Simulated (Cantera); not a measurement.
What does this Cantera script print?

```python
import numpy as np
import cantera as ct

gas = ct.Solution("gri30.yaml")
gas.TPX = 2400, 14000, {'CH4': 0.045, 'H2': 0.19, 'H': 0.024}
reactor = ct.IdealGasConstPressureReactor(gas, energy="off", clone=False)
net = ct.ReactorNet([reactor])
net.rtol, net.atol = 1e-08, 1e-18
show = ['CH4', 'H2', 'H', 'CH3', 'C2H2', 'C2H6', 'C2H4']
times = np.geomspace(0.0004, 50, 14)

steps = ct.SolutionArray(gas, extra=["t"])
rows = []
print(f"{'t/s':>10s}{'T/K':>9s}{'P/Pa':>11s}" + "".join(f"{s:>11s}" for s in show))
for t in times:
    while net.time < t:
        t_next = net.step()
        steps.append(gas.state, t=t_next)
    rows.append([np.interp(t, steps.t, y) for y in (steps.T, steps.P, *steps(*show).X.T)])
    print(f"{t:10.3e}{rows[-1][0]:9.1f}{rows[-1][1]:11.4g}" + "".join(f"{x:11.3e}" for x in rows[-1][2:]))
rate = np.gradient(steps.T, steps.t)
print("integrator steps:", len(steps.t))
if steps.T.max() > steps.T[0] + 200:
    print(f"time of steepest temperature rise: {steps.t[rate.argmax()]:.4e} s")
gas.TPX = 2400, 14000, {'CH4': 0.045, 'H2': 0.19, 'H': 0.024}
gas.equilibrate("TP")
print(f"equilibrium (TP): T = {gas.T:.1f} K  " + "  ".join(f"{s} {gas[s].X[0]:.3e}" for s in show))
```

Result:

```
       t/s      T/K       P/Pa        CH4         H2          H        CH3       C2H2       C2H6       C2H4
 4.000e-04   2400.0    1.4e+04  9.236e-03  8.950e-01  2.122e-02  3.989e-03  7.021e-02  1.421e-06  1.010e-04
 9.866e-04   2400.0    1.4e+04  2.111e-03  8.956e-01  2.651e-02  1.143e-03  7.443e-02  9.149e-08  2.140e-05
 2.433e-03   2400.0    1.4e+04  4.341e-04  8.910e-01  3.276e-02  2.920e-04  7.528e-02  4.683e-09  1.217e-05
 6.002e-03   2400.0    1.4e+04  1.160e-04  8.862e-01  3.812e-02  9.122e-05  7.528e-02  3.958e-10  1.028e-05
 1.480e-02   2400.0    1.4e+04  6.892e-05  8.843e-01  4.016e-02  5.722e-05  7.523e-02  1.557e-10  9.778e-06
 3.651e-02   2400.0    1.4e+04  6.715e-05  8.842e-01  4.027e-02  5.590e-05  7.523e-02  1.488e-10  9.753e-06
 9.005e-02   2400.0    1.4e+04  6.715e-05  8.842e-01  4.027e-02  5.590e-05  7.523e-02  1.488e-10  9.753e-06
 2.221e-01   2400.0    1.4e+04  6.715e-05  8.842e-01  4.027e-02  5.590e-05  7.523e-02  1.488e-10  9.753e-06
 5.478e-01   2400.0    1.4e+04  6.715e-05  8.842e-01  4.027e-02  5.590e-05  7.523e-02  1.488e-10  9.753e-06
 1.351e+00   2400.0    1.4e+04  6.715e-05  8.842e-01  4.027e-02  5.590e-05  7.523e-02  1.488e-10  9.753e-06
 3.332e+00   2400.0    1.4e+04  6.715e-05  8.842e-01  4.027e-02  5.590e-05  7.523e-02  1.488e-10  9.753e-06
 8.219e+00   2400.0    1.4e+04  6.715e-05  8.842e-01  4.027e-02  5.590e-05  7.523e-02  1.488e-10  9.753e-06
 2.027e+01   2400.0    1.4e+04  6.715e-05  8.842e-01  4.027e-02  5.590e-05  7.523e-02  1.488e-10  9.753e-06
 5.000e+01   2400.0    1.4e+04  6.715e-05  8.842e-01  4.027e-02  5.590e-05  7.523e-02  1.488e-10  9.753e-06
integrator steps: 1290
equilibrium (TP): T = 2400.0 K  CH4 6.773e-05  H2 8.842e-01  H 4.027e-02  CH3 5.639e-05  C2H2 7.523e-02  C2H6 1.512e-10  C2H4 9.753e-06
```

Computed with Cantera and GRI-Mech 3.0 (53 species, 325 reactions). GRI-Mech 3.0 stops at C3 and has no aromatics, soot or wall deposition, so with more carbon than oxygen in the feed, carbon stays in small species such as C2H2 where larger ones or solid carbon would form.
